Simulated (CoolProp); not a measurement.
Vapour-liquid equilibrium of R134a (1) + methanol (2) at 81.8 kPa; x and y are mole fractions of (1).

Values from CoolProp's multi-fluid Helmholtz-energy mixture model, Tillner-Roth 1994 and de Reuck 1993; pair parameters Bell 2016.

Task: Give the bubble temperature and the first vapour's composition at x = 0.05, 0.25, 0.95. Is there an azeotrope?

Result: x = 0.05: 282.2 K, y = 0.915; x = 0.25: 255.0 K, y = 0.987; x = 0.95: 243.5 K, y = 0.999. No azeotrope shows between x = 0.05 and 0.95.

Pair parameters are fitted to limited data, so mixtures are less certain than the pure fluids. With so large a gap from Raoult's law the liquid may split in two, which this calculation doesn't test in full.
